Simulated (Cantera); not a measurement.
A closed system holds: 1 mol C₂H₄, 4.8 mol H₂, 2 mol N₂, at 11.0 mbar.

Method: chemical equilibrium by Gibbs-energy minimisation in Cantera with the NASA 1993 tables (ideal gas, pure condensed phases). Candidate condensed phases: C, C₆H₆, C₇H₈, C₈H₁₈; 92 gas species. Equilibrium is a limit: real reactors are often held back by kinetics, nucleation or transport.

x: gas mole fraction; n: condensed amount in mol.

```
T (K)   x H₂   x N₂       x H     x HCN  x C₂H₂ (acetylene)     x HNC  n C(graphite)
-----  -----  -----  --------  --------  ------------------  --------  -------------
1450   0.772  0.227   7.93e-5  0.000307             3.77e-6   4.39e-6           2.00
1500   0.772  0.227  0.000148  0.000443             6.97e-6   7.47e-6           2.00
1550   0.772  0.227  0.000264  0.000622             1.24e-5   1.23e-5           1.99
1600   0.772  0.227  0.000455  0.000856             2.12e-5   1.96e-5           1.99
1650   0.771  0.227  0.000761   0.00116             3.52e-5   3.03e-5           1.99
1700   0.771  0.226   0.00123   0.00153             5.66e-5   4.58e-5           1.99
1750   0.770  0.226   0.00195   0.00199             8.85e-5   6.74e-5           1.98
1800   0.769  0.226   0.00299   0.00256            0.000135   9.70e-5           1.97
1850   0.767  0.225       ___       ___                 ___       ___           1.97
1900   0.764  0.224   0.00662   0.00403            0.000292  0.000189           1.96
1950   0.761  0.224   0.00954   0.00497            0.000416  0.000257           1.95
2000   0.757  0.223    0.0135   0.00605            0.000582  0.000344           1.93
2050   0.751  0.221       ___       ___                 ___       ___           1.92
2100   0.744  0.220    0.0256   0.00867             0.00108  0.000586           1.90
```

### Question
Complete the blanks.

### Answer

- 1850, x H: 0.00450
- 1850, x HCN: 0.00323
- 1850, x C₂H₂ (acetylene): 0.000201
- 1850, x HNC: 0.000137
- 2050, x H: 0.0188
- 2050, x HCN: 0.00728
- 2050, x C₂H₂ (acetylene): 0.000798
- 2050, x HNC: 0.000452
